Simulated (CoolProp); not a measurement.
Computed with CoolProp (reference Helmholtz-energy equation of state, Thol 2016).

Q: Give the vapour pressure (bar), liquid density (kg/m³), vapour Z, surface tension (mN/m) of saturated hexamethyldisiloxane (MM) at 296.1, 312.4, 443.2 K.

A: 
```
T (K)  p (bar)  liquid density (kg/m³)  vapour Z  surface tension (mN/m)
-----  -------  ----------------------  --------  ----------------------
296.1   0.0502                     762     0.993                    15.6
312.4    0.110                     744     0.987                    14.2
443.2     5.30                     579     0.794                    3.95
```

Surface tension comes from a separate correlation (Mulero 2014), older than this fluid's equation and unchecked against measurements.
